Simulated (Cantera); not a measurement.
A closed system holds: 1 mol Cr, 0.24 mol H₂O, at 1 atm.

Cantera equilibrium calculation (NASA polynomials, part measured and part estimated; ideal gas, pure solids and liquids). Candidate condensed phases: Cr, Cr₂O₃, H₂O; 13 gas species. Mutual solubility and eutectic melting of coexisting phases are not modelled. Rates play no part.

Task: At 1950 K, list the 4 most abundant gas species with their mole fractions, and the condensed phases.

Result: H₂ 0.986, H₂O 0.0121, H 0.00113, Cr 0.000634. Condensed: Cr(s) + Cr₂O₃(s).
